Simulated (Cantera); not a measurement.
Charge: 1 mol Al₂O₃, 0.0085 mol C, 1.5 mol N₂, equilibrated at 2.50 bar.

Equilibrium computed with Cantera from the NASA thermochemical tables; the gas is ideal and each condensed phase is pure. Candidate condensed phases: Al, AlN, Al₂O₃, C; 32 gas species. Mutual solubility and eutectic melting of coexisting phases are not modelled. Condensed phases not in the tables: aluminium oxynitride. Kinetics and transport are ignored.

x: gas mole fraction; n: condensed amount in mol.

```
T (K)   x N₂     x CO      x Al    x Al₂O  x AlO      x NO  n AlN(s)  n Al₂O₃(s)  n Al₂O₃(l)
-----  -----  -------  --------  --------  -----  --------  --------  ----------  ----------
1948   0.994  0.00565   1.89e-6   4.70e-7    ___  3.57e-10   0.00566       0.997           0
2098   0.994  0.00564   3.06e-5   1.60e-5    ___   2.41e-9   0.00559       0.997           0
2248   0.994  0.00564  0.000339  0.000335    ___   1.26e-8   0.00448       0.997           0
2398   0.991  0.00562   0.00138   0.00177    ___   7.96e-8         0           0       0.996
2548   0.991  0.00561   0.00157   0.00163    ___   7.92e-7         0           0       0.996
2698   0.991  0.00561   0.00175   0.00149    ___   6.05e-6         0           0       0.996
2848   0.991  0.00560   0.00193   0.00135    ___   3.69e-5         0           0       0.996
```

Q: What belongs in the gaps?

A: 
- 1948, x AlO: 1.57e-9
- 2098, x AlO: 3.61e-8
- 2248, x AlO: 5.41e-7
- 2398, x AlO: 4.31e-6
- 2548, x AlO: 1.73e-5
- 2698, x AlO: 5.89e-5
- 2848, x AlO: 0.000175
